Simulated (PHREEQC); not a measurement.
Silver or lead bath: an equilibrium model

A solution holds 0.001 mol/kgw PbCl2 and 0.093 mol/kgw Cu(NO3)2, at 25 °C. Closed to the air; pH follows from the charge balance.

The numbers come from PHREEQC with the ion-association model, phreeqc.dat.

```json
{
  "pH": "4.24",
  "ionic_strength": "0.281 mol/kgw",
  "specific_conductance": "16200 µS/cm",
  "density": "1.011 g/cm³"
}
```

```csv
species,molality,activity,log γ
NO3-,0.186,0.123,-0.178
Cu+2,0.0928,0.0275,-0.529
Cl-,0.00185,0.00128,-0.161
Pb+2,0.000573,0.000167,-0.535
PbNO3+,0.000415,0.000305,-0.134
CuCl+,0.000136,9.45e-5,-0.159
H+,7.39e-5,5.80e-5,-0.105
Cu2(OH)2+2,3.33e-5,9.73e-6,-0.535
PbCl+,1.16e-5,8.52e-6,-0.134
CuOH+,6.81e-6,4.71e-6,-0.159
Cu(OH)2,1.59e-7,1.69e-7,0.028
PbOH+,7.62e-8,5.60e-8,-0.134
CuCl2,6.08e-8,6.49e-8,0.028
PbCl2,1.62e-8,1.73e-8,0.028
```

Precipitation was switched off in this run. Complexes and solids missing from the database can't appear.
